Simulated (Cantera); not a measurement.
Charge: 1 mol BaF2, 0.18 mol H2O, 1.5 mol N2, 0.076 mol HF, equilibrated at 24.0 mbar.

These are equilibrium values from Cantera (NASA tables, ideal gas, pure condensed phases), not measurements of a reactor. Candidate condensed phases: Ba, BaF2, BaO, Ba(OH)2, H2O; 45 gas species. Equilibrium is a limit: real reactors are often held back by kinetics, nucleation or transport. All values below are at 1427 °C.

Base state: N2 0.826, H2O 0.0982, HF 0.0419, BaF2 0.0327, H2 0.000753, O2 0.000286, OH 0.000176, NO 0.000110 (mole fractions); condensed: BaF2(l).

### Question
What changes in the equilibrium state with this change: H2O from 0.18 to 5.7 mol?

### Answer
```
species         before    after
------------  --------  -------
H2O             0.0982    0.729
N2               0.826    0.197
HF              0.0419   0.0332
BaF2            0.0327   0.0327
Ba(OH)2        3.76e-5  0.00331
O2            0.000286  0.00118
BaF2(l), mol     0.940    0.662
BaO(s), mol          0   0.0630
```
Mutual solubility and eutectic melting of coexisting phases are not modelled.
